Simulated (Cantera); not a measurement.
Charge: 1 mol CuO, 4.2 mol HF, 3.1 mol H2, equilibrated at 1525 K and 0.133 bar.

These are equilibrium values from Cantera (NASA tables, ideal gas, pure condensed phases), not measurements of a reactor. Candidate condensed phases: Cu, CuF2, CuO, Cu(OH)2, Cu2O, H2O; 27 gas species. Equilibrium is a limit: real reactors are often held back by kinetics, nucleation or transport.

Base state: HF 0.575, H2 0.288, H2O 0.137, Cu 9.33e-5, CuF 5.12e-5, H 3.47e-5 (mole fractions); condensed: Cu(l).

**Question.** What changes in the equilibrium state with this change: pressure from 0.133 bar to 2.70 mbar?

**Answer.** 
| species | before | after |
|---|---|---|
| HF | 0.575 | 0.572 |
| H2 | 0.288 | 0.286 |
| H2O | 0.137 | 0.136 |
| Cu | 9.33e-5 | 0.00461 |
| H | 3.47e-5 | 0.000244 |
| CuF | 5.12e-5 | 0.000358 |
| Cu(l), mol | 0.999 | 0.964 |
